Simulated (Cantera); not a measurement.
A diamond (100) surface in a fixed gas of H2 with x(CH4) = 0.023, x(CH3) = 1.6e-05, at 1075 K, 58.5 Torr; coverages are run to steady state.

Computed with Cantera and the Harris–Goodwin 1993 mechanism for the reconstructed diamond (100) surface.

One state of this run: growth (µm/h) = 0.762; θ c6HH = 0.532; θ c6H* = 0.0253; θ c6*H = 0.425; θ c6** = 0.0155; θ c6HM = 0.00139. θ: site fractions in the mechanism's names (c6HH fully hydrogenated, c6H* and c6*H radical sites, c6** diradical, c6HM methylated).

Problem. Which value of x(H) does it belong to?
A) 0.15
B) 0.061
C) 0.024
D) 0.0039

Solution. D, 0.0039
